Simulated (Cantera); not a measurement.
Charge: 1 mol SiCl4, 0.36 mol C3H8, 7.5 mol H2, at 1823.15 K.

Equilibrium computed with Cantera from the NASA thermochemical tables; the gas is ideal and each condensed phase is pure. Candidate condensed phases: C, C6H6, C7H8, C8H18, Si, SiC; 109 gas species. The tables' values for SiCl3, SiCl are old estimates; treat these amounts as uncertain. The numbers say what is thermodynamically allowed, not how fast it happens.

At 0.0320 bar, list the 4 most abundant gas species with their mole fractions, and the condensed phases.

H2 0.648, HCl 0.335, SiCl2 0.0139, H 0.00195. Condensed: C(graphite) + SiC(s).
